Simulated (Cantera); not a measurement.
Charge: 1 mol CO, a varied amount of H₂, 0.18 mol N₂, 0.0087 mol O₂, at 0.0400 bar.

Points: T (K) = 575, 775, 975, 1175, 1375, 1575, 1775, 1975, 2175, 2375, 2575, 2775, 2975; n(H2) (mol) = 0.85, 1.2, 1.7, 2.5, 3.6, 5.1, 7.3, 10.

Cantera's Mixture.equilibrate('TP', solver="vcs", rtol=1e-11, max_steps=5000) on the NASA tables stopped like this:

```
ERROR: FAILURE its = 5001!

*******************************************************************************
CanteraError thrown by MultiPhase::equilibrate:
VCS solver failed. Return code: -1
*******************************************************************************
```

### Question
What got this run through?

### Answer
This is not unique; one that fits is The failure is numerical, not chemical. The same input converged with solver="gibbs", rtol=1e-10, max_steps=50000, and the result passed a check of the equilibrium conditions:
```
    575       0.85  C(gr)
    575        1.2  C(gr)
    575        1.7  C(gr)
    575        2.5  C(gr)
    575        3.6  gas only
    575        5.1  gas only
    575        7.3  gas only
    575         10  gas only
    775       0.85  C(gr)
    775        1.2  C(gr)
    775        1.7  C(gr)
    775        2.5  C(gr)
    775        3.6  C(gr)
    775        5.1  C(gr)
    775        7.3  C(gr)
    775         10  C(gr)
    975       0.85  C(gr)
    975        1.2  C(gr)
    975        1.7  C(gr)
    975        2.5  C(gr)
    975        3.6  gas only
    975        5.1  gas only
    975        7.3  gas only
    975         10  gas only
   1175       0.85  gas only
   1175        1.2  gas only
   1175        1.7  gas only
   1175        2.5  gas only
   1175        3.6  gas only
   1175        5.1  gas only
   1175        7.3  gas only
   1175         10  gas only
   1375       0.85  gas only
   1375        1.2  gas only
   1375        1.7  gas only
   1375        2.5  gas only
   1375        3.6  gas only
   1375        5.1  gas only
   1375        7.3  gas only
   1375         10  gas only
   1575       0.85  gas only
   1575        1.2  gas only
   1575        1.7  gas only
   1575        2.5  gas only
   1575        3.6  gas only
   1575        5.1  gas only
   1575        7.3  gas only
   1575         10  gas only
   1775       0.85  gas only
   1775        1.2  gas only
   1775        1.7  gas only
   1775        2.5  gas only
   1775        3.6  gas only
   1775        5.1  gas only
   1775        7.3  gas only
   1775         10  gas only
   1975       0.85  gas only
   1975        1.2  gas only
   1975        1.7  gas only
   1975        2.5  gas only
   1975        3.6  gas only
   1975        5.1  gas only
   1975        7.3  gas only
   1975         10  gas only
   2175       0.85  gas only
   2175        1.2  gas only
   2175        1.7  gas only
   2175        2.5  gas only
   2175        3.6  gas only
   2175        5.1  gas only
   2175        7.3  gas only
   2175         10  gas only
   2375       0.85  gas only
   2375        1.2  gas only
   2375        1.7  gas only
   2375        2.5  gas only
   2375        3.6  gas only
   2375        5.1  gas only
   2375        7.3  gas only
   2375         10  gas only
   2575       0.85  gas only
   2575        1.2  gas only
   2575        1.7  gas only
   2575        2.5  gas only
   2575        3.6  gas only
   2575        5.1  gas only
   2575        7.3  gas only
   2575         10  gas only
   2775       0.85  gas only
   2775        1.2  gas only
   2775        1.7  gas only
   2775        2.5  gas only
   2775        3.6  gas only
   2775        5.1  gas only
   2775        7.3  gas only
   2775         10  gas only
   2975       0.85  gas only
   2975        1.2  gas only
   2975        1.7  gas only
   2975        2.5  gas only
   2975        3.6  gas only
   2975        5.1  gas only
   2975        7.3  gas only
   2975         10  gas only
```

The gas is ideal and each condensed phase is pure.
